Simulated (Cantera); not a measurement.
## Equilibrium for iron carbonyl, mercury and lead vapours: Pb + H₂

Input: 1 mol Pb, 0.29 mol H₂.

Cantera equilibrium calculation (NASA polynomials, part measured and part estimated; ideal gas, pure solids and liquids). Candidate condensed phases: Pb; 4 gas species. Rates play no part.

Q: Map the stable condensed phases over T = 748, 848, 948, 1048, 1148, 1248, 1348, 1448, 1548, 1648 K and P in Pa = 10, 36, 130, 460, 1700, 6000, 22000, 77000, 280000, 1000000.

A: 
```
T in K \ P in Pa
              10      36     130     460    1700    6000   22000   77000  280000 1000000
   1648        A       A       A       A       A       A       B       B       B       B
   1548        A       A       A       A       A       B       B       B       B       B
   1448        A       A       A       A       A       B       B       B       B       B
   1348        A       A       A       A       B       B       B       B       B       B
   1248        A       A       A       B       B       B       B       B       B       B
   1148        A       A       B       B       B       B       B       B       B       B
   1048        B       B       B       B       B       B       B       B       B       B
    948        B       B       B       B       B       B       B       B       B       B
    848        B       B       B       B       B       B       B       B       B       B
    748        B       B       B       B       B       B       B       B       B       B
```
A: gas only; B: Pb.
